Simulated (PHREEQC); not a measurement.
Dissolve 0.028 mol NaOH, 0.00023 mol NaAlO2 and 0.039 mol (CH3)4NCl per kg of water at 25 °C. Closed to the air; pH follows from the charge balance.

Model: ion-association model, phreeqc.dat, run in PHREEQC.

Each row changes one thing in this solution. No solid was allowed to form.

```csv
case,pH,ionic strength (mol/kgw),SI of Gibbsite (Al(OH)3),SI of Halite (NaCl)
as made,12.34,0.0672,-1.52,-4.72
(CH3)4NCl from 0.039 to 0.195 mol/kgw,12.29,0.223,-1.51,-4.11
0.045 mol/kgw H2SO4 added,1.53,0.122,-8.77,-4.78
temperature from 25 to 5 °C,13.08,0.0672,-1.21,-4.70
diluted 10-fold with water,11.40,0.00672,-1.52,-6.60
```

(CH3)4N+ isn't in the database: it is added as a free cation with an ion size of 4 Å. Away from 25 °C the constants follow the database's enthalpies or fits; those with neither stay at their 25 °C values.
